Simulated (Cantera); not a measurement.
Charge: 1 mol HI, 2.2 mol O₂, 7.7 mol N₂, held at 2875 K and 0.140 bar.

Method: chemical equilibrium by Gibbs-energy minimisation in Cantera with the NASA 1993 tables (ideal gas, pure condensed phases). Candidate condensed phases: H₂O, I₂; 27 gas species. The numbers say what is thermodynamically allowed, not how fast it happens.

Base state: N₂ 0.639, O₂ 0.119, I 0.0845, O 0.0667, NO 0.0276, OH 0.0238, H 0.0177, H₂O 0.0176 (mole fractions); condensed: gas only.

Task: What changes in the equilibrium state with this change: N₂ from 7.7 to 19 mol?

Result: 
```tsv
species	before	after
N₂	0.639	0.805
O₂	0.119	0.0527
O	0.0667	0.0444
I	0.0845	0.0428
H₂O	0.0176	0.00660
OH	0.0238	0.0119
NO	0.0276	0.0206
H	0.0177	0.0133
HI	0.000246	9.34e-5
H₂	0.00394	0.00222
N	1.28e-5	1.44e-5
```

Task: What changes in the equilibrium state with this change: temperature from 2875 K to 2300 K?

Result: 
```csv
species,before,after
N₂,0.639,0.681
O₂,0.119,0.164
I,0.0845,0.0890
O,0.0667,0.00537
H,0.0177,0.000606
OH,0.0238,0.00713
H₂O,0.0176,0.0401
NO,0.0276,0.0129
N,1.28e-5,8.61e-8
H₂,0.00394,0.000549
HI,0.000246,0.000239
```
